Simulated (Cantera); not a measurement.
Mixture: 28.4 % CO, 1.79 % H₂, 14.7 % O₂, 55.1 % N₂, equivalence ratio 1.0, at 1200 Torr, adiabatic and at constant pressure. Ignition delay is the time to a rise of 400 K.

Model: GRI-Mech 3.0 (53 species, 325 reactions), integrated in Cantera. Below about 950 K walls govern HO2 and H2O2 in real vessels. Where the delays flatten at high temperature, the 400 K rule measures the pace of heat release, not the induction time.

**Question.** Predict: delay at 875 K; delay at 1025 K; delay at 1175 K; delay at 1325 K; delay at 1475 K.

**Answer.** 
```
Item                Value
---------------  --------
delay at 875 K    0.142 s
delay at 1025 K  0.585 ms
delay at 1175 K  0.111 ms
delay at 1325 K   62.3 µs
delay at 1475 K   47.5 µs
```
